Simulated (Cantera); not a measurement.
What does this Cantera script print?

```python
import numpy as np
import cantera as ct

gas = ct.Solution("gri30.yaml")
gas.TPX = 1548, 500000, {'CH4': 1, 'H2O': 0.75}
reactor = ct.IdealGasConstPressureReactor(gas, energy="off", clone=False)
net = ct.ReactorNet([reactor])
net.rtol, net.atol = 1e-08, 1e-18
show = ['CH4', 'H2O', 'CO', 'OH', 'H']
times = np.geomspace(0.0007, 20, 9)

steps = ct.SolutionArray(gas, extra=["t"])
rows = []
print(f"{'t/s':>10s}{'T/K':>9s}{'P/Pa':>11s}" + "".join(f"{s:>11s}" for s in show))
for t in times:
    while net.time < t:
        t_next = net.step()
        steps.append(gas.state, t=t_next)
    rows.append([np.interp(t, steps.t, y) for y in (steps.T, steps.P, *steps(*show).X.T)])
    print(f"{t:10.3e}{rows[-1][0]:9.1f}{rows[-1][1]:11.4g}" + "".join(f"{x:11.3e}" for x in rows[-1][2:]))
rate = np.gradient(steps.T, steps.t)
print("integrator steps:", len(steps.t))
if steps.T.max() > steps.T[0] + 200:
    print(f"time of steepest temperature rise: {steps.t[rate.argmax()]:.4e} s")
gas.TPX = 1548, 500000, {'CH4': 1, 'H2O': 0.75}
gas.equilibrate("TP")
print(f"equilibrium (TP): T = {gas.T:.1f} K  " + "  ".join(f"{s} {gas[s].X[0]:.3e}" for s in show))
```

It prints:

```
       t/s      T/K       P/Pa        CH4        H2O         CO         OH          H
 7.000e-04   1548.0      5e+05  5.647e-01  4.280e-01  3.573e-06  2.911e-07  1.964e-07
 2.524e-03   1548.0      5e+05  5.423e-01  4.239e-01  6.135e-05  3.391e-07  6.897e-07
 9.101e-03   1548.0      5e+05  4.703e-01  4.047e-01  3.590e-04  2.911e-07  2.059e-06
 3.282e-02   1548.0      5e+05  3.341e-01  3.660e-01  1.785e-03  2.427e-07  4.447e-06
 1.183e-01   1548.0      5e+05  2.011e-01  3.227e-01  8.008e-03  2.347e-07  7.668e-06
 4.266e-01   1548.0      5e+05  1.818e-01  2.795e-01  2.869e-02  2.050e-07  8.784e-06
 1.538e+00   1548.0      5e+05  1.792e-01  2.064e-01  7.396e-02  1.408e-07  9.386e-06
 5.547e+00   1548.0      5e+05  1.570e-01  1.230e-01  1.342e-01  7.734e-08  1.017e-05
 2.000e+01   1548.0      5e+05  1.205e-01  5.844e-02  1.841e-01  3.443e-08  1.088e-05
integrator steps: 1543
equilibrium (TP): T = 1548.0 K  CH4 6.949e-02  H2O 6.898e-05  CO 2.294e-01  OH 3.823e-11  H 1.158e-05
```

Model: GRI-Mech 3.0 (53 species, 325 reactions), integrated in Cantera. GRI-Mech 3.0 stops at C3 and has no aromatics, soot or wall deposition, so with more carbon than oxygen in the feed, carbon stays in small species such as C2H2 where larger ones or solid carbon would form.
